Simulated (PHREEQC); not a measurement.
A column of 0.2 m (40 cells, dispersivity 0.007 m, 60 s a shift, diffusion coefficient 3e-10 m²/s) holds 0.0028 eq of the database's cation exchanger X per kg of pore water, first in equilibrium with 0.026 mol/kgw (NH4)2SO4, 0.002 mol/kgw MnCl2 and 1e-05 mol/kgw HCl. It is flushed with 0.0027 mol/kgw CaCl2 and 1e-05 mol/kgw HCl, at 40 °C. Values are for the last cell. The system is closed to CO2. No solid was allowed to form.

Base run: PHREEQC, ion-association model, phreeqc.dat. Each further column changes one thing. The table gives NH4 in solution (mol/kgw).

```json
[
 {"pore volumes": "0", "base": "0.0520", "exchange capacity from 0.0028 to 0.0014 eq/kgw": "0.0520", "dispersivity from 0.007 to 0.014 m": "0.0520"},
 {"pore volumes": "0.3875", "base": "0.0520", "exchange capacity from 0.0028 to 0.0014 eq/kgw": "0.0520", "dispersivity from 0.007 to 0.014 m": "?"},
 {"pore volumes": "0.6375", "base": "0.0494", "exchange capacity from 0.0028 to 0.0014 eq/kgw": "0.0493", "dispersivity from 0.007 to 0.014 m": "?"},
 {"pore volumes": "1.012", "base": "0.0251", "exchange capacity from 0.0028 to 0.0014 eq/kgw": "0.0240", "dispersivity from 0.007 to 0.014 m": "0.0238"},
 {"pore volumes": "1.387", "base": "0.00723", "exchange capacity from 0.0028 to 0.0014 eq/kgw": "0.00555", "dispersivity from 0.007 to 0.014 m": "0.00947"},
 {"pore volumes": "1.637", "base": "0.00232", "exchange capacity from 0.0028 to 0.0014 eq/kgw": "0.00159", "dispersivity from 0.007 to 0.014 m": "0.00461"},
 {"pore volumes": "2.013", "base": "0.000317", "exchange capacity from 0.0028 to 0.0014 eq/kgw": "0.000192", "dispersivity from 0.007 to 0.014 m": "0.00140"},
 {"pore volumes": "2.388", "base": "3.66e-5", "exchange capacity from 0.0028 to 0.0014 eq/kgw": "1.98e-5", "dispersivity from 0.007 to 0.014 m": "?"},
 {"pore volumes": "2.638", "base": "8.27e-6", "exchange capacity from 0.0028 to 0.0014 eq/kgw": "?", "dispersivity from 0.007 to 0.014 m": "0.000170"},
 {"pore volumes": "3.013", "base": "8.42e-7", "exchange capacity from 0.0028 to 0.0014 eq/kgw": "3.74e-7", "dispersivity from 0.007 to 0.014 m": "4.63e-5"},
 {"pore volumes": "3.388", "base": "8.23e-8", "exchange capacity from 0.0028 to 0.0014 eq/kgw": "?", "dispersivity from 0.007 to 0.014 m": "?"},
 {"pore volumes": "3.638", "base": "1.72e-8", "exchange capacity from 0.0028 to 0.0014 eq/kgw": "6.25e-9", "dispersivity from 0.007 to 0.014 m": "5.19e-6"},
 {"pore volumes": "4.013", "base": "1.61e-9", "exchange capacity from 0.0028 to 0.0014 eq/kgw": "?", "dispersivity from 0.007 to 0.014 m": "1.38e-6"}
]
```

What belongs in the gaps?


- 0.3875, dispersivity from 0.007 to 0.014 m: 0.0517
- 0.6375, dispersivity from 0.007 to 0.014 m: 0.0453
- 2.388, dispersivity from 0.007 to 0.014 m: 0.000400
- 2.638, exchange capacity from 0.0028 to 0.0014 eq/kgw: 4.14e-6
- 3.388, exchange capacity from 0.0028 to 0.0014 eq/kgw: 3.24e-8
- 3.388, dispersivity from 0.007 to 0.014 m: 1.25e-5
- 4.013, exchange capacity from 0.0028 to 0.0014 eq/kgw: 5.20e-10

Constants without temperature data keep their 25 °C values here.
